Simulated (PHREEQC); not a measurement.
Dissolve 0.025 mol HF, 0.00081 mol H2SiF6, 0.0045 mol H3PO4 and 0.00029 mol H2SO4 per kg of water at 89 °C. Closed to the air; pH follows from the charge balance.

All values are PHREEQC results (ion-association model, phreeqc.dat), not measurements.

### Question
The ionic strength comes out as 0.00586 mol/kgw. What activity coefficients do HF2-, H2PO4-, SO4-2, H+, SiF6-2 get?

### Answer
HF2- 0.91, H2PO4- 0.91, SO4-2 0.70, H+ 0.92, SiF6-2 0.70.

This is a speciation only: nothing precipitates in the calculation. Species that the database lacks are ignored. Constants without temperature data keep their 25 °C values here. SiF6-2 is the database's only silicon fluoride.
